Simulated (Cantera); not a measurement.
A Cantera script and what it prints.

```python
import numpy as np
import cantera as ct

gas_names = """
    C CH CH2 CH3 CH2OH CH3O CH4 CH3OH CO CO2 COOH C2 C2H CHCO,ketyl C2H2,acetylene C2H2,vinylidene
    CH2CO,ketene C2H3,vinyl CH3CO,acetyl C2H4 C2H4O,ethylen CH3CHO,ethanal CH3COOH (HCOOH)2 C2H5 C2H6
    CH3OCH3 C2H5OH C2O C3 C3H3,propargyl C3H4,allene C3H4,propyne C3H4,cyclo- C3H5,allyl C3H6,propylene
    C3H6,cyclo- C3H6O C3H7,n-propyl C3H7,i-propyl C3H8 C3H8O,1propanol C3H8O,2propanol C3O2 C4 C4H2
    C4H4,1,3-cyclo- C4H6,butadiene C4H6,2-butyne C4H6,cyclo- C4H8,1-butene C4H8,cis2-buten
    C4H8,tr2-butene C4H8,isobutene C4H8,cyclo- (CH3COOH)2 C4H9,n-butyl C4H9,i-butyl C4H9,s-butyl
    C4H9,t-butyl C4H10,isobutane C4H10,n-butane C5 C5H6,1,3cyclo- C5H8,cyclo- C5H10,1-pentene
    C5H10,cyclo- C5H11,pentyl C5H11,t-pentyl C5H12,n-pentane C5H12,i-pentane CH3C(CH3)2CH3 C6H2
    C6H5,phenyl C6H5O,phenoxy C6H6 C6H5OH,phenol C6H10,cyclo- C6H12,1-hexene C6H12,cyclo- C6H13,n-hexyl
    C7H7,benzyl C7H8 C7H8O,cresol C7H14,1-heptene C7H15,n-heptyl C7H16,n-heptane C8H8,styrene
    C8H10,ethylbenz C8H16,1-octene C8H17,n-octyl C8H18,isooctane C8H18,n-octane C9H19,n-nonyl
    C10H8,naphthale C10H21,n-decyl C12H9,o-bipheny C12H10,bipheny H HCO HO2 H2 HCHO,formaldehy HCOOH H2O
    H2O2 O OH O2 O3
""".split()
cond_names = """
    C(gr) C6H6(L) C7H8(L) C8H18(L),n-octa H2O(s) H2O(L)
""".split()


def load(file, names, dense=False):
    # The tables refer to 1 bar. Condensed volumes are neglected.
    table = {s.name: s for s in ct.Species.list_from_file(file)}
    out = []
    for n in names:
        d = dict(table[n].input_data)
        d["thermo"] = dict(d["thermo"], **{"reference-pressure": 1e5})
        if dense:
            d["equation-of-state"] = {"model": "constant-volume", "density": "1e6 g/cm^3"}
        out.append(ct.Species.from_dict(d))
    return out


gas = ct.Solution(thermo="ideal-gas", species=load("nasa_gas.yaml", gas_names))
cond = {s.name: ct.Solution(thermo="fixed-stoichiometry", species=[s], name=s.name)
        for s in load("nasa_condensed.yaml", cond_names, dense=True)}
atoms = {
    'C3H8': {'C': 3, 'H': 8},
    'O2': {'O': 2},
}
top_T = {'C(gr)': 4500}  # K; cautious upper limits of use, not melting points


def equilibrate(T, P, feed):
    n = {}
    for name, mol in feed.items():
        for a, k in atoms[name].items():
            n[a] = n.get(a, 0.0) + k * mol
    gas.TPX = T, P, n
    mass = sum(n.values()) * gas.mean_molecular_weight
    gas.equilibrate("TP")
    valid = [c for c in cond.values() if c.min_temp <= T <= top_T.get(c.name, c.max_temp)]
    mix = ct.Mixture([(gas, mass / gas.mean_molecular_weight)] + [(c, 0.0) for c in valid])
    mix.T, mix.P = T, P
    mix.equilibrate("TP", solver="vcs", rtol=1e-11, max_steps=5000)
    return mix


results = []
feed = {'C3H8': 1, 'O2': 1.5}  # mol
P = 101325  # Pa
for T in [900, 1050, 1200, 1350, 1500, 1650, 1800, 1950, 2100, 2250, 2400, 2550, 2700, 2850]:
    mix = equilibrate(T, P, feed)
    results.append((T, P, feed, dict(zip(mix.species_names, mix.species_moles))))
    x = sorted(zip(gas.X, gas.species_names), reverse=True)
    print(f"T = {T:g} K  P = {P:g} Pa  gas = {mix.phase_moles(0):.4g} mol")
    print("   x: " + "  ".join(f"{s} {v:.3e}" for v, s in x if v > 1e-06))
    print("   condensed (mol): " + ("  ".join(f"{mix.phase(i).name} {mix.phase_moles(i):.4g}"
          for i in range(1, mix.n_phases) if mix.phase_moles(i) > 1e-12) or "none"))
```

It prints:

```
T = 900 K  P = 101325 Pa  gas = 5.083 mol
   x: H2 4.707e-01  H2O 1.761e-01  CO 1.521e-01  CO2 1.310e-01  CH4 7.006e-02
   condensed (mol): C(gr) 1.205
T = 1050 K  P = 101325 Pa  gas = 6.458 mol
   x: H2 5.475e-01  CO 3.686e-01  H2O 3.711e-02  CO2 2.943e-02  CH4 1.739e-02
   condensed (mol): C(gr) 0.3174
T = 1200 K  P = 101325 Pa  gas = 6.898 mol
   x: H2 5.634e-01  CO 4.218e-01  H2O 6.249e-03  CH4 5.081e-03  CO2 3.407e-03
   condensed (mol): C(gr) 0.03156
T = 1350 K  P = 101325 Pa  gas = 6.973 mol
   x: H2 5.684e-01  CO 4.277e-01  CH4 1.887e-03  H2O 1.412e-03  CO2 5.405e-04  H 1.785e-06
   condensed (mol): C(gr) 0.0004326
T = 1500 K  P = 101325 Pa  gas = 6.991 mol
   x: H2 5.703e-01  CO 4.283e-01  CH4 6.775e-04  H2O 5.313e-04  CO2 1.542e-04  H 1.321e-05  C2H2,acetylene 3.294e-06
   condensed (mol): none
T = 1650 K  P = 101325 Pa  gas = 6.996 mol
   x: H2 5.709e-01  CO 4.284e-01  CH4 2.825e-04  H2O 2.478e-04  H 6.819e-05  CO2 5.788e-05  C2H2,acetylene 1.079e-05
   condensed (mol): none
T = 1800 K  P = 101325 Pa  gas = 6.999 mol
   x: H2 5.710e-01  CO 4.284e-01  H 2.688e-04  H2O 1.449e-04  CH4 1.239e-04  CO2 2.847e-05  C2H2,acetylene 2.381e-05  CH3 1.180e-06
   condensed (mol): none
T = 1950 K  P = 101325 Pa  gas = 7.002 mol
   x: H2 5.706e-01  CO 4.283e-01  H 8.602e-04  H2O 1.067e-04  CH4 5.355e-05  C2H2,acetylene 3.471e-05  CO2 1.821e-05  CH3 1.608e-06
   condensed (mol): none
T = 2100 K  P = 101325 Pa  gas = 7.007 mol
   x: H2 5.695e-01  CO 4.280e-01  H 2.336e-03  H2O 9.068e-05  C2H2,acetylene 3.934e-05  CH4 2.371e-05  CO2 1.379e-05  CH3 1.895e-06
   condensed (mol): none
T = 2250 K  P = 101325 Pa  gas = 7.019 mol
   x: H2 5.670e-01  CO 4.273e-01  H 5.555e-03  H2O 8.217e-05  C2H2,acetylene 4.008e-05  CO2 1.137e-05  CH4 1.120e-05  CH3 2.082e-06
   condensed (mol): none
T = 2400 K  P = 101325 Pa  gas = 7.041 mol
   x: H2 5.620e-01  CO 4.260e-01  H 1.185e-02  H2O 7.642e-05  C2H2,acetylene 3.916e-05  CO2 9.800e-06  CH4 5.686e-06  CH3 2.205e-06
   condensed (mol): none
T = 2550 K  P = 101325 Pa  gas = 7.081 mol
   x: H2 5.532e-01  CO 4.236e-01  H 2.305e-02  H2O 7.162e-05  C2H2,acetylene 3.749e-05  CO2 8.653e-06  CH4 3.069e-06  CH3 2.273e-06  HCO 1.319e-06
   condensed (mol): none
T = 2700 K  P = 101325 Pa  gas = 7.148 mol
   x: H2 5.388e-01  CO 4.196e-01  H 4.143e-02  H2O 6.690e-05  C2H2,acetylene 3.535e-05  CO2 7.747e-06  CH3 2.282e-06  HCO 1.920e-06  CH4 1.732e-06  OH 1.317e-06
   condensed (mol): none
T = 2850 K  P = 101325 Pa  gas = 7.251 mol
   x: H2 5.168e-01  CO 4.136e-01  H 6.946e-02  H2O 6.180e-05  C2H2,acetylene 3.272e-05  CO2 6.985e-06  HCO 2.647e-06  OH 2.440e-06  CH3 2.220e-06  CH4 1.002e-06
   condensed (mol): none
```

Equilibrium computed with Cantera from the NASA thermochemical tables; the gas is ideal and each condensed phase is pure.
